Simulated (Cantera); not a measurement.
Mixture: H2 : O2 : N2 = 1 : 0.521 : 1.96 (molar parts), equivalence ratio 0.96, at 330 Torr, adiabatic and at constant volume. Ignition delay is the time to a rise of 400 K.

Detailed kinetics in Cantera: the H2/O2 subset of GRI-Mech 3.0, which has no nitrogen chemistry. Below about 950 K walls govern HO2 and H2O2 in real vessels.

Q: Predict: delay at 925 K; delay at 1025 K; delay at 1125 K; delay at 1225 K; delay at 1325 K; delay at 1425 K.

A: 
```
Item               Result
---------------  --------
delay at 925 K    1.24 ms
delay at 1025 K  0.312 ms
delay at 1125 K  0.152 ms
delay at 1225 K   91.3 µs
delay at 1325 K   63.5 µs
delay at 1425 K   50.1 µs
```
